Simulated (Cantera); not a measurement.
Charge: 1 mol Si, 0.5 mol Cl₂, at 450 K and 0.113 Torr.

Cantera equilibrium calculation (NASA polynomials, part measured and part estimated; ideal gas, pure solids and liquids). Candidate condensed phases: Si; 9 gas species. Rates play no part.

Base state: SiCl₄ 1.00 (mole fractions); condensed: Si(s).

Problem. What changes in the equilibrium state with this change: temperature from 450 K to 1698 K?

Solution. 
```json
[
 {"species": "SiCl₂", "before": "<1e-9", "after": "0.981"},
 {"species": "SiCl₃", "before": "9.38e-9", "after": "0.00510"},
 {"species": "Cl", "before": "<1e-9", "after": "0.00480"},
 {"species": "SiCl₄", "before": "1.00", "after": "5.25e-5"},
 {"species": "SiCl", "before": "<1e-9", "after": "0.00460"},
 {"species": "Si", "before": "<1e-9", "after": "0.00438"},
 {"species": "Si₂", "before": "<1e-9", "after": "1.91e-5"},
 {"species": "Si(s), mol", "before": "0.750", "after": "0"},
 {"species": "Si(l), mol", "before": "0", "after": "0.499"}
]
```
The tables' values for SiCl₃, SiCl are old estimates; treat these amounts as uncertain.
